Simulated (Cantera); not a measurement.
Catalytic stagnation flow on Pt

A jet of 1.79 % H₂, 19.8 % O₂, 78.4 % N₂ at 300 K and 255 Torr hits a platinum plate 2.2 cm away at a mass flux of 0.074 kg/m²/s; the plate temperature is set and raised in steps from an oxygen-covered start.

Detailed kinetics in Cantera: Deutschmann's 1995 Pt surface mechanism with GRI-Mech 3.0 gas chemistry. Catalytic surfaces can have several steady states; this one follows from the mechanism file's or the stated starting coverage.

```tsv
plate T (K)	wall x H₂	wall x O₂	wall x H₂O	wall x OH	θ free Pt	θ O*	θ OH*
600	0.00213	0.182	0.0304	<1e-8	0.0193	0.975	0.00609
650	0.00211	0.182	0.0303	<1e-8	0.0204	0.975	0.00410
700	0.00198	0.182	0.0303	<1e-8	0.0229	0.974	0.00301
750	0.00157	0.181	0.0310	<1e-8	0.0308	0.967	0.00253
800	0.00105	0.181	0.0318	<1e-8	0.0491	0.948	0.00241
850	0.000692	0.181	0.0323	<1e-8	0.0795	0.918	0.00236
900	0.000478	0.180	0.0326	2.66e-8	0.120	0.877	0.00227
```
x: mole fraction at the wall; θ: surface coverage.
